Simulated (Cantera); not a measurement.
Adiabatic ignition

An adiabatic, constant-pressure homogeneous reactor starts with CH4 : O2 : N2 = 1 : 2.47 : 27.2 (molar parts), equivalence ratio 0.81, at 1223 K and 3300 Torr.

Detailed kinetics in Cantera: GRI-Mech 3.0 (53 species, 325 reactions).

| t (s) | T (K) | x CH4 | x O2 | x HCN | x C2H4 | x NO | x N2O |
|---|---|---|---|---|---|---|---|
| 4.00e-6 | 1223 | 0.0326 | 0.0805 | <1e-12 | <1e-12 | <1e-12 | <1e-12 |
| 1.23e-5 | 1223 | 0.0326 | 0.0805 | <1e-12 | <1e-12 | <1e-12 | <1e-12 |
| 3.81e-5 | 1223 | 0.0326 | 0.0805 | <1e-12 | <1e-12 | <1e-12 | <1e-12 |
| 0.000118 | 1223 | 0.0326 | 0.0805 | <1e-12 | 4.05e-12 | <1e-12 | <1e-12 |
| 0.000363 | 1223 | 0.0326 | 0.0805 | <1e-12 | 2.32e-10 | <1e-12 | 3.20e-12 |
| 0.00112 | 1223 | 0.0326 | 0.0805 | <1e-12 | 1.81e-8 | <1e-12 | 2.19e-11 |
| 0.00346 | 1223 | 0.0326 | 0.0805 | <1e-12 | 3.15e-7 | <1e-12 | 1.15e-10 |
| 0.0107 | 1225 | 0.0322 | 0.0803 | <1e-12 | 5.91e-6 | <1e-12 | 8.83e-10 |
| 0.0330 | 1935 | <1e-12 | 0.0153 | <1e-12 | <1e-12 | 1.75e-5 | 2.27e-7 |
| 0.102 | 1935 | <1e-12 | 0.0152 | <1e-12 | <1e-12 | 4.67e-5 | 2.27e-7 |
| 0.315 | 1934 | <1e-12 | 0.0152 | <1e-12 | <1e-12 | 0.000135 | 2.27e-7 |
| 0.972 | 1934 | <1e-12 | 0.0151 | <1e-12 | <1e-12 | 0.000384 | 2.26e-7 |
| 3.00 | 1933 | <1e-12 | 0.0148 | <1e-12 | <1e-12 | 0.000956 | 2.23e-7 |
x: mole fraction; the columns are a selection and need not sum to one.

```json
{
 "time_of_steepest_temperature_rise": "22.3 ms",
 "temperature at 3.00 s": "1933 K",
 "equilibrium_temperature": "1931 K",
 "x(CH4) at 3.00 s": "<1e-12 (gas-phase equilibrium <1e-12)",
 "x(O2) at 3.00 s": "0.0148 (gas-phase equilibrium 0.0144)",
 "x(HCN) at 3.00 s": "<1e-12 (gas-phase equilibrium <1e-12)"
}
```
